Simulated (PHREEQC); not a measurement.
0.19 g of hydrous ferric oxide (600 m²/g; 0.2 weak and 0.005 strong sites per Fe, Dzombak-Morel constants, diffuse double layer) in 1 kg of water with 0.1 mol/kgw of an inert sodium salt and 0.011 mmol/kgw PbCl2, at 25 °C; the pH is set by adding NaOH or the inert anion's acid. Oxygen alone is held at its pressure in air (log pO2 = -0.68). The system is closed to CO2. Nothing may precipitate in this run.

The series has 13 steps of pH, from 3 to 11.

Model: ion-association model, wateq4f.dat, run in PHREEQC.

**Question.** Near which pH is half of the Pb sorbed, and on which side is more sorbed?

**Answer.** Near pH 4.2, with more sorbed at higher pH.

Species that the database lacks are ignored. The oxide is taken as insoluble; below pH 4 it would dissolve.
